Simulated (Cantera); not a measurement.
# Catalytic combustion on Pt

An isothermal plug-flow reactor at 650 K and 400000 Pa (inlet), inlet velocity 0.32 m/s, active area per volume 100 1/m; feed 0.527 % H₂, 4.79 % O₂, 94.7 % N₂, equivalence ratio 0.055.

Detailed kinetics in Cantera: Deutschmann's 1995 Pt surface mechanism with GRI-Mech 3.0 gas chemistry. Catalytic surfaces can have several steady states; this one follows from the mechanism file's or the stated starting coverage. Mass transfer to the wall is taken as infinitely fast.

```
z (m)        x H₂    x O₂     x H₂O  θ free Pt   θ O*    θ OH*
-------  --------  ------  --------  ---------  -----  -------
5.4e-05   0.00480  0.0477  0.000473      0.173  0.816   0.0106
9e-05     0.00453  0.0476  0.000745      0.164  0.826   0.0107
0.00015   0.00414  0.0474   0.00114      0.150  0.839   0.0107
0.00025   0.00362  0.0471   0.00166      0.132  0.857   0.0107
0.00042   0.00297  0.0468   0.00231      0.109  0.880   0.0104
0.0007    0.00230  0.0465   0.00298     0.0849  0.905  0.00978
0.0012    0.00163  0.0462   0.00365     0.0607  0.931  0.00879
0.0019    0.00116  0.0460   0.00413     0.0433  0.949  0.00774
0.0033   0.000729  0.0458   0.00456     0.0275  0.966  0.00639
0.0054   0.000468  0.0456   0.00482     0.0178  0.977  0.00526
```
x: gas mole fraction; θ: surface coverage.
